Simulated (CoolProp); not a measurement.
Properties of carbon monoxide along the isobar 0.101 MPa (Tc = -140.3 °C, pc = 3.498 MPa, ω = 0.050).

Computed with CoolProp (reference Helmholtz-energy equation of state, Lemmon 2006). It is a short technical equation, of lower accuracy than the large ones.

```csv
T (°C),phase,Z,cp (kJ/(kg K)),cv (kJ/(kg K)),isothermal compressibility (1/MPa),fugacity coefficient
-186.95,gas,0.9653,1.109,0.7680,10.27,[?]
-168.45,gas,0.9806,1.071,[?],10.10,0.9809
-149.85,gas,0.9879,[?],0.7468,10.02,0.9881
-131.35,gas,0.9920,1.051,[?],9.981,0.9921
-112.85,gas,0.9945,[?],0.7438,9.956,0.9945
-94.35,gas,0.9961,1.045,0.7433,9.939,0.9961
-75.85,gas,0.9972,1.044,0.7430,9.928,0.9972
-57.25,gas,0.9980,1.043,0.7429,9.921,0.9980
-38.75,gas,0.9986,1.043,0.7429,9.915,0.9986
-20.25,gas,0.9990,1.042,0.7430,9.911,0.9990
-1.75,gas,0.9993,1.042,0.7431,9.908,0.9993
16.75,gas,0.9996,1.042,0.7435,9.905,0.9996
```

**Question.** What belongs in the gaps?

**Answer.** 
- -186.95, fugacity coefficient: 0.9665
- -168.45, cv (kJ/(kg K)): 0.7518
- -149.85, cp (kJ/(kg K)): 1.058
- -131.35, cv (kJ/(kg K)): 0.7448
- -112.85, cp (kJ/(kg K)): 1.048
